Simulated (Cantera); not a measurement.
What does this Cantera script print?

```python
import numpy as np
import cantera as ct

gas_names = """
    H HNO HNO2 HNO3 HO2 H2 H2O H2O2 N NH NH2 NH3 NH2OH NO NO2 NO3 N2 N2H2 N2H4 N2O O OH O2 O3 Si SiH
    SiH2 SiH3 SiH4 SiN SiO SiO2 Si2 Si2N Si3
""".split()
cond_names = """
    H2O(s) H2O(L) Si(cr) Si(L) SiO2(Lqz) SiO2(hqz) SiO2(L) Si2N2O(s) Si3N4(a)
""".split()


# ... load() reads the species with a 1 bar reference pressure and builds the phases ...
atoms = {
    'Si3N4': {'Si': 3, 'N': 4},
    'N2O': {'N': 2, 'O': 1},
    'H2': {'H': 2},
}
top_T = {'Si2N2O(s)': 2100, 'Si3N4(a)': 2400}  # K; cautious upper limits of use, not melting points


# ... equilibrate(T, P, feed) seeds the gas with the atoms and calls Mixture.equilibrate('TP', solver="vcs", rtol=1e-11, max_steps=5000) ...
results = []
feed = {'Si3N4': 1, 'N2O': 0.41, 'H2': 730}  # mol
T = 925  # K
P = 1000  # Pa
mix = equilibrate(T, P, feed)
results.append((T, P, feed, dict(zip(mix.species_names, mix.species_moles))))
print(gas.report(threshold=1e-05))
for i in range(1, mix.n_phases):
    print(f"{mix.phase(i).name:16s} {mix.phase_moles(i):12.5e} mol")
```

Result:

```
       temperature   925 K
          pressure   1000 Pa
           density   0.00026466 kg/m^3
  mean mol. weight   2.0355 kg/kmol
   phase of matter   gas

                          1 kg             1 kmol
                     ---------------   ---------------
          enthalpy        9.0534e+06        1.8428e+07  J
   internal energy        5.2749e+06        1.0737e+07  J
           entropy             99375        2.0227e+05  J/K
    Gibbs function       -8.2869e+07       -1.6868e+08  J
 heat capacity c_p             14763             30048  J/K
 heat capacity c_v             10678             21734  J/K

                      mass frac. Y      mole frac. X     chem. pot. / RT
                     ---------------   ---------------   ---------------
                H2            0.9897           0.99925           -21.921
                N2          0.010297        0.00074816           -36.468
     [  +33 minor]        2.2748e-06        2.7432e-07

Si(cr)            0.00000e+00 mol
SiO2(hqz)         0.00000e+00 mol
Si2N2O(s)         4.10000e-01 mol
Si3N4(a)          7.26667e-01 mol
```

Equilibrium computed with Cantera from the NASA thermochemical tables; the gas is ideal and each condensed phase is pure.
